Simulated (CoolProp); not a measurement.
A closed Brayton cycle with nitrogen: compressor inlet 333.15 K and 4.5 MPa, high pressure 14.5 MPa, turbine inlet 685 K, compressor efficiency 0.8, turbine efficiency 0.93, recuperator effectiveness 0.95 (on enthalpy, no pinch check). Each further row changes one setting.

Model: reference Helmholtz-energy equation of state, Span 2000, in CoolProp.

| case | thermal efficiency (%) | net work (kJ/kg) | compressor to turbine work | compressor exit (K) | turbine exit (K) |
|---|---|---|---|---|---|
| as stated | 9.3 | 18.5 | 0.91 | 499.5 | 507.8 |
| turbine inlet 635 K | 2.6 | 3.86 | 0.98 | 499.5 | 469.3 |
| compressor inlet 343.15 K | 6.8 | 12.9 | 0.93 | 514.2 | 507.8 |
| high pressure 12.3 MPa | 13.2 | 23.5 | 0.86 | 472.6 | 529.8 |
| recuperator effectiveness 0.5 | 9.1 | 18.5 | 0.91 | 499.5 | 507.8 |
